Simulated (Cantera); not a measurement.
Feed: 1 mol Al2O3, 3 mol HCl, 3.2 mol H2, held at 750 Torr.

These are equilibrium values from Cantera (NASA tables, ideal gas, pure condensed phases), not measurements of a reactor. Candidate condensed phases: Al, AlCl3, Al2O3, H2O; 29 gas species. The numbers say what is thermodynamically allowed, not how fast it happens. All values below are at 1100 °C.

Base state: H2 0.516, HCl 0.481, H2O 0.00171, AlCl3 0.00114 (mole fractions); condensed: Al2O3(s).

Question: What changes in the equilibrium state with this change: pressure from 750 Torr to 100 Torr?

Answer: 
```tsv
species	before	after
H2	0.516	0.516
HCl	0.481	0.482
H2O	0.00171	0.00114
AlCl3	0.00114	0.000761
Al2O3(s), mol	0.996	0.998
```
